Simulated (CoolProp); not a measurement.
A simple Rankine cycle with fluoroethane (R161): condensing at 317.15 K, boiler at 3.53 MPa, turbine inlet 396.9 K, turbine efficiency 0.85, pump efficiency 0.8, no recuperator. Each further row changes one setting.

Model: reference Helmholtz-energy equation of state, Wu 2012, in CoolProp.

| case | thermal efficiency (%) | net work (kJ/kg) | heat in (kJ/kg) | turbine exit temperature (K) | volume ratio over the turbine |
|---|---|---|---|---|---|
| as stated | (withheld) | 33.9 | 399 | 352.7 | 2.34 |
| turbine inlet 416.9 K | 8.6 | (withheld) | 440 | (withheld) | 2.31 |
| condensing temperature 309.15 K | 10.0 | 42.0 | 418 | 343.6 | 2.83 |
| boiler pressure 2.47 MPa | 5.3 | 22.3 | 422 | 373.0 | 1.62 |
| turbine efficiency 0.75 | 7.4 | (withheld) | 399 | (withheld) | (withheld) |

What belongs in the gaps?


- as stated, thermal efficiency (%): 8.5
- turbine inlet 416.9 K, net work (kJ/kg): 37.9
- turbine inlet 416.9 K, turbine exit temperature (K): 374.4
- turbine efficiency 0.75, net work (kJ/kg): 29.5
- turbine efficiency 0.75, turbine exit temperature (K): 355.3
- turbine efficiency 0.75, volume ratio over the turbine: 2.37
